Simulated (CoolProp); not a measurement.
Computed with CoolProp (reference Helmholtz-energy equation of state, Lemmon 2005). It is a short technical equation, of lower accuracy than the large ones.

**Question.** For 1-butene, give the phase and the speed of sound (m/s) at 212.05 °C and 28.2 kPa; 64.05 °C and 79.9 kPa.

**Answer.** 
- 212.05 °C and 28.2 kPa: gas; speed of sound 277
- 64.05 °C and 79.9 kPa: gas; speed of sound 231
